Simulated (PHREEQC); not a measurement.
Consider water at 60 °C with 0.013 mol K2CO3, 6.1e-05 mol H4SiO4 and 0.19 mol KH2PO4 per kg of water. Closed to the air; pH follows from the charge balance.

Equilibrium calculation in PHREEQC: ion-association model, phreeqc.dat.

### Question
The ionic strength comes out as 0.234 mol/kgw. What activity coefficients do H2PO4-, H+, K+, KHPO4-, HPO4-2 get?

### Answer
H2PO4- 0.72, H+ 0.78, K+ 0.68, KHPO4- 0.72, HPO4-2 0.26.

Precipitation was switched off in this run. Away from 25 °C the constants follow the database's enthalpies or fits; those with neither stay at their 25 °C values.
